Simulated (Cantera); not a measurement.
A freely propagating, adiabatic, planar premixed flame of 27.9 % H2, 15.1 % O2, 56.9 % N2, equivalence ratio 0.92, unburnt at 500 K and 1.01 bar; mixture-averaged transport, grid criteria slope 0.08 and curve 0.16, no radiation.

Model: the H2/O2 subset of GRI-Mech 3.0, which has no nitrogen chemistry, integrated in Cantera. Burning velocities carry a grid error of a few per cent, more on coarse grids.

x: mole fraction of selected species; z is measured from the peak of heat release.

```json
[
 {"z (mm)": "-1.28", "T (K)": "500", "u (m/s)": "4.99", "x H2": "0.279", "x O2": "0.151", "x H2O": "<1e-8", "x OH": "<1e-8", "x O": "<1e-8", "x H": "<1e-8"},
 {"z (mm)": "-0.851", "T (K)": "500", "u (m/s)": "4.99", "x H2": "0.279", "x O2": "0.151", "x H2O": "<1e-8", "x OH": "<1e-8", "x O": "<1e-8", "x H": "<1e-8"},
 {"z (mm)": "-0.638", "T (K)": "500", "u (m/s)": "4.99", "x H2": "0.279", "x O2": "0.151", "x H2O": "<1e-8", "x OH": "<1e-8", "x O": "<1e-8", "x H": "<1e-8"},
 {"z (mm)": "-0.425", "T (K)": "500", "u (m/s)": "4.99", "x H2": "0.279", "x O2": "0.151", "x H2O": "1.05e-7", "x OH": "<1e-8", "x O": "<1e-8", "x H": "<1e-8"},
 {"z (mm)": "-0.213", "T (K)": "510", "u (m/s)": "5.06", "x H2": "0.275", "x O2": "0.152", "x H2O": "0.000306", "x OH": "1.35e-5", "x O": "2.47e-6", "x H": "2.25e-5"},
 {"z (mm)": "-0.106", "T (K)": "(withheld)", "u (m/s)": "7.01", "x H2": "0.240", "x O2": "0.148", "x H2O": "0.0179", "x OH": "0.000878", "x O": "0.000210", "x H": "0.00352"},
 {"z (mm)": "0", "T (K)": "(withheld)", "u (m/s)": "11.1", "x H2": "0.143", "x O2": "0.112", "x H2O": "0.101", "x OH": "0.00321", "x O": "0.00460", "x H": "0.0279"},
 {"z (mm)": "0.106", "T (K)": "(withheld)", "u (m/s)": "14.0", "x H2": "0.0606", "x O2": "0.0565", "x H2O": "0.198", "x OH": "0.00957", "x O": "0.0115", "x H": "0.0466"},
 {"z (mm)": "0.213", "T (K)": "(withheld)", "u (m/s)": "15.4", "x H2": "0.0411", "x O2": "0.0389", "x H2O": "0.228", "x OH": "0.0134", "x O": "0.0127", "x H": "0.0439"},
 {"z (mm)": "0.425", "T (K)": "(withheld)", "u (m/s)": "16.7", "x H2": "0.0368", "x O2": "0.0328", "x H2O": "0.242", "x OH": "0.0160", "x O": "0.0112", "x H": "0.0331"},
 {"z (mm)": "0.851", "T (K)": "2008", "u (m/s)": "18.0", "x H2": "0.0331", "x O2": "0.0287", "x H2O": "0.255", "x OH": "0.0173", "x O": "0.00852", "x H": "0.0221"},
 {"z (mm)": "1.70", "T (K)": "2158", "u (m/s)": "19.1", "x H2": "0.0274", "x O2": "0.0248", "x H2O": "0.269", "x OH": "0.0171", "x O": "0.00585", "x H": "0.0133"},
 {"z (mm)": "3.40", "T (K)": "2281", "u (m/s)": "20.0", "x H2": "0.0207", "x O2": "0.0213", "x H2O": "0.283", "x OH": "0.0154", "x O": "0.00365", "x H": "0.00715"}
]
```

Q: Complete the blanks.

A: 
- -0.106, T (K): 726
- 0, T (K): 1191
- 0.106, T (K): 1521
- 0.213, T (K): 1682
- 0.425, T (K): 1846
